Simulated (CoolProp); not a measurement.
A Linde-Hampson liquefier for oxygen: isothermal reversible compression at 230 K from 1 atm to 25 MPa, throttling to 1 atm, return gas leaving the recuperator 10 K below the feed. Each further row changes one setting.

Model: reference Helmholtz-energy equation of state, Schmidt 1985, in CoolProp.

| case | liquid yield per pass | compression work (kJ/kg of gas) |
|---|---|---|
| as stated | 0.235 | 307 |
| high pressure 50 MPa | 0.273 | 347 |
| warm-end temperature 260 K | 0.163 | 357 |
| warm-end gap 15 K | 0.224 | 307 |
